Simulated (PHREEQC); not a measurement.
Dissolve 0.0033 mol/kgw HF, 0.2 mol/kgw NH4F, 3.2e-06 mol/kgw H4SiO4 and 0.0087 mol/kgw TMAH at 25 °C. Closed to the air; pH follows from the charge balance.

Computed with PHREEQC (ion-association model, wateq4f.dat).

This is a speciation only: nothing precipitates in the calculation.

**Question.** Predict the pH, activity of water.

**Answer.** pH 7.82; activity of water 0.993.

**Question.** In which forms is N present?

**Answer.** NH4+ 97 %, NH3 2.7 % of the N.

(CH3)4N+ isn't in the database: it is added as a free cation with an ion size of 4 Å. SiF6-2 is the database's only silicon fluoride.
